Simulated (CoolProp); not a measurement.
Vapour pressure (MPa) of propane: the reference equation beside estimates from Tc = 369.9 K, pc = 4.251 MPa, ω = 0.152. Clausius-Clapeyron is anchored at 294.4 K with a constant enthalpy of vaporisation of 15.09 kJ/mol.

Values from CoolProp's reference Helmholtz-energy equation of state, Lemmon 2009.

| T (K) | reference | Lee-Kesler | Clausius-Clapeyron |
|---|---|---|---|
| 290.2 | 0.7733 | 0.7765 | 0.7906 |
| 294.4 | 0.8643 | 0.8679 | 0.8643 |
| 298.5 | 0.9606 | 0.9643 | 0.9407 |
| 302.7 | 1.067 | 1.071 | 1.024 |
| 306.9 | 1.182 | 1.186 | 1.111 |
| 311 | 1.303 | 1.307 | 1.201 |
| 315.2 | 1.435 | 1.439 | 1.298 |
| 319.4 | 1.578 | 1.581 | 1.400 |
| 323.5 | 1.726 | 1.730 | 1.505 |

Absolute difference from the reference over all 9 rows, mean and median: Lee-Kesler 0.3 and 0.3 %, Clausius-Clapeyron 6.2 and 6.0 %.
